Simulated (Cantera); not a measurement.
Counterflow diffusion flame

A counterflow diffusion flame at 760 Torr, nozzles 20 mm apart: fuel side 96.5 % CH₄, 3.47 % H₂ at 598 K, oxidiser side 25.0 % O₂, 75.0 % N₂ at 573 K, fuel mass flux 0.59 times the oxidiser's; mixture-averaged transport, no radiation.

Model: GRI-Mech 3.0 (53 species, 325 reactions), integrated in Cantera. GRI-Mech 3.0 has no aromatics or soot, which form on the fuel side of real flames. The maximum strain rate includes the flame's own expansion and is several times the mean.

```csv
oxidiser flux (kg/m²/s),max strain (1/s),mean strain (1/s),T max (K),peak x OH,peak x H,peak x NO,peak x CO,peak x C₂H₂
0.61,451,106,2284,0.0136,0.00716,0.000410,0.0782,0.0193
0.79,567,138,2270,0.0134,0.00735,0.000378,0.0768,0.0186
1,701,174,2259,0.0133,0.00754,0.000349,0.0757,0.0180
1.3,892,226,2250,0.0133,0.00777,0.000320,0.0747,0.0174
1.7,1140,296,2238,0.0131,0.00798,0.000287,0.0738,0.0167
2.3,1500,400,2221,0.0128,0.00814,0.000247,0.0729,0.0157
2.9,1860,505,2207,0.0125,0.00822,0.000216,0.0723,0.0149
3.8,2390,662,2188,0.0120,0.00825,0.000179,0.0717,0.0138
5,3080,870,2166,0.0115,0.00818,0.000141,0.0714,0.0125
6.5,3930,1130,2139,0.0107,0.00794,0.000106,0.0712,0.0109
```
x: mole fraction; the columns are a selection and need not sum to one.
